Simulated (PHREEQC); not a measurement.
Make-up at 7.5 °C: 0.0064 mol HCl and 0.0003 mol NiSO4 per kg of water. Closed to the air; pH follows from the charge balance.

The numbers come from PHREEQC with the ion-association model, wateq4f.dat.

Question: The ionic strength comes out as 0.00743 mol/kgw. What activity coefficients do HSO4-, Cl-, SO4-2, H+, Ni+2 get?

Answer: HSO4- 0.92, Cl- 0.91, SO4-2 0.71, H+ 0.92, Ni+2 0.70.

This is a speciation only: nothing precipitates in the calculation. Complexes and solids missing from the database can't appear. Away from 25 °C the constants follow the database's enthalpies or fits; those with neither stay at their 25 °C values.
